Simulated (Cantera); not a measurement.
Cantera run, input and output.

```python
import numpy as np
import cantera as ct

gas = ct.Solution("gri30.yaml")
gas.TPX = 1975, 100000, {'CH4': 1, 'H2O': 1.6, 'H2': 0.068}
reactor = ct.IdealGasConstPressureReactor(gas, energy="off", clone=False)
net = ct.ReactorNet([reactor])
net.rtol, net.atol = 1e-08, 1e-18
show = ['CH4', 'H2O', 'H2', 'HCO', 'H2O2']
times = np.geomspace(2e-06, 4, 13)

steps = ct.SolutionArray(gas, extra=["t"])
rows = []
print(f"{'t/s':>10s}{'T/K':>9s}{'P/Pa':>11s}" + "".join(f"{s:>11s}" for s in show))
for t in times:
    while net.time < t:
        t_next = net.step()
        steps.append(gas.state, t=t_next)
    rows.append([np.interp(t, steps.t, y) for y in (steps.T, steps.P, *steps(*show).X.T)])
    print(f"{t:10.3e}{rows[-1][0]:9.1f}{rows[-1][1]:11.4g}" + "".join(f"{x:11.3e}" for x in rows[-1][2:]))
rate = np.gradient(steps.T, steps.t)
print("integrator steps:", len(steps.t))
if steps.T.max() > steps.T[0] + 200:
    print(f"time of steepest temperature rise: {steps.t[rate.argmax()]:.4e} s")
gas.TPX = 1975, 100000, {'CH4': 1, 'H2O': 1.6, 'H2': 0.068}
gas.equilibrate("TP")
print(f"equilibrium (TP): T = {gas.T:.1f} K  " + "  ".join(f"{s} {gas[s].X[0]:.3e}" for s in show))
```

Output:

```
       t/s      T/K       P/Pa        CH4        H2O         H2        HCO       H2O2
 2.000e-06   1975.0      1e+05  3.726e-01  5.991e-01  2.639e-02  2.929e-10  6.264e-12
 6.701e-06   1975.0      1e+05  3.667e-01  5.977e-01  2.931e-02  2.151e-08  5.136e-11
 2.245e-05   1975.0      1e+05  3.337e-01  5.888e-01  5.397e-02  5.792e-07  2.586e-10
 7.521e-05   1975.0      1e+05  2.192e-01  5.388e-01  1.762e-01  7.912e-07  2.877e-10
 2.520e-04   1975.0      1e+05  1.081e-01  4.748e-01  3.137e-01  3.514e-07  2.020e-10
 8.442e-04   1975.0      1e+05  4.347e-02  4.241e-01  4.024e-01  1.640e-07  1.701e-10
 2.828e-03   1975.0      1e+05  2.127e-02  3.606e-01  4.682e-01  9.723e-08  1.246e-10
 9.476e-03   1975.0      1e+05  1.502e-02  2.687e-01  5.428e-01  8.012e-08  5.791e-11
 3.175e-02   1975.0      1e+05  8.334e-03  1.789e-01  6.149e-01  8.155e-08  2.178e-11
 1.064e-01   1975.0      1e+05  2.489e-03  1.291e-01  6.562e-01  8.696e-08  1.038e-11
 3.564e-01   1975.0      1e+05  3.366e-05  1.202e-01  6.645e-01  8.710e-08  8.879e-12
 1.194e+00   1975.0      1e+05  2.427e-08  1.201e-01  6.646e-01  8.720e-08  8.897e-12
 4.000e+00   1975.0      1e+05  2.427e-08  1.201e-01  6.646e-01  8.720e-08  8.897e-12
integrator steps: 1925
equilibrium (TP): T = 1975.0 K  CH4 2.908e-08  H2O 1.201e-01  H2 6.646e-01  HCO 8.720e-08  H2O2 8.897e-12
```

Model: GRI-Mech 3.0 (53 species, 325 reactions), integrated in Cantera.
